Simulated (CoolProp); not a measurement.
The fluid at 445.91 K and 2.18 MPa is compressed adiabatically to 4.27 MPa with isentropic efficiency 0.75. The same conditions are run with several fluids, on thermodynamics alone (safety and materials aside).

Computed with CoolProp (reference Helmholtz-energy equation of state of each fluid (n-butane: Bücker 2006; c-C4F8 (RC318): Platzer 1990; R410A: Lemmon 2003)). The equations of Platzer and Polt are older, rougher fits. Blends and air are pseudo-pure fits.

```tsv
fluid	work (kJ/kg)	final temperature (K)	final phase	final density (kg/m³)
n-butane	44.3	479.4	supercritical	89.4
c-C4F8 (RC318)	13.2	470.2	supercritical	299
R410A	44.2	494.3	gas	82.0
```
